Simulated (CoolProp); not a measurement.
Vapour pressure (kPa) of n-octane: the reference equation beside estimates from Tc = 568.7 K, pc = 2484 kPa, ω = 0.398. Clausius-Clapeyron is anchored at 345.7 K with a constant enthalpy of vaporisation of 38.31 kJ/mol.

Values from CoolProp's reference Helmholtz-energy equation of state, Beckmüller 2019.

| T (K) | reference | Clausius-Clapeyron | Peng-Robinson |
|---|---|---|---|
| 279.6 | 0.6050 | 0.7517 | 0.6584 |
| 296.1 | 1.667 | 1.883 | 1.767 |
| 312.6 | 4.040 | 4.282 | 4.200 |
| 329.1 | 8.794 | 8.966 | 9.013 |
| 345.7 | 17.56 | 17.56 | 17.82 |
| 362.2 | 32.37 | 32.23 | 32.63 |
| 378.7 | 55.97 | 56.11 | 56.15 |
| 395.2 | 91.60 | 93.25 | 91.66 |
| 411.7 | 143.1 | 148.8 | 143.0 |
| 428.3 | 215.2 | 229.6 | 215.1 |
| 444.8 | 311.8 | 342.2 | 311.9 |
| 461.3 | 438.6 | 495.7 | 439.3 |

Absolute difference from the reference over all 12 rows, mean and median: Clausius-Clapeyron 6.8 and 5.0 %, Peng-Robinson 2.0 and 0.6 %.
